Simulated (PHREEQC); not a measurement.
Dissolve 0.0011 mol/kgw HCl and 0.001 mol/kgw FeSO4 at 20 °C. Closed to the air; pH follows from the charge balance.

Computed with PHREEQC (ion-association model, phreeqc.dat).

This is a speciation only: nothing precipitates in the calculation.

Order these S species by the share of S that they hold, largest first: FeSO4, HSO4-, SO4-2.

SO4-2 (87 %), FeSO4 (7.4 %), HSO4- (5.9 %)

Order these Fe species by the share of Fe that they hold, largest first: FeCl+, FeSO4, Fe+2.

Fe+2 (92 %), FeSO4 (7.4 %), FeCl+ (0.11 %)

The pH is 3.01 and the ionic strength 0.00468 mol/kgw.
